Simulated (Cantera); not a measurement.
A freely propagating, adiabatic, planar premixed flame of CH₄ : O₂ : N₂ = 1 : 2 : 7.52 (molar parts), unburnt at 350 K and 0.170 bar; mixture-averaged transport, grid criteria slope 0.08 and curve 0.16, no radiation.

Cantera simulation using GRI-Mech 3.0 (53 species, 325 reactions); the numbers are that mechanism's predictions, not measurements. Burning velocities carry a grid error of a few per cent, more on coarse grids.

How do the results move with these cheaper or finer settings: unity-Lewis-number transport; multicomponent transport; multicomponent+Soret transport; grid criteria slope 0.5, curve 1; grid criteria slope 0.25, curve 0.5; grid criteria slope 0.03, curve 0.06?


```
setting                               laminar burning velocity  thermal thickness  peak x(H)  peak x(C₂H)  grid points
------------------------------------  ------------------------  -----------------  ---------  -----------  -----------
as above                                             74.4 cm/s            1.83 mm     0.0135      1.43e-7          158
unity-Lewis-number transport                         50.0 cm/s            2.23 mm     0.0163      8.14e-8          143
multicomponent transport                             74.5 cm/s            1.86 mm     0.0136      1.45e-7          158
multicomponent+Soret transport                       73.7 cm/s            1.84 mm     0.0136      1.34e-7          158
grid criteria slope 0.5, curve 1                     80.9 cm/s            1.99 mm     0.0143      1.33e-7           55
grid criteria slope 0.25, curve 0.5                  77.1 cm/s            1.89 mm     0.0138      1.42e-7           80
grid criteria slope 0.03, curve 0.06                 73.7 cm/s            1.82 mm     0.0133      1.44e-7          401
```
The base run took about 50 core-seconds (a rough figure).
Unity Lewis numbers drop preferential diffusion, which matters most where H2 and H carry the flame; Soret adds thermal diffusion.
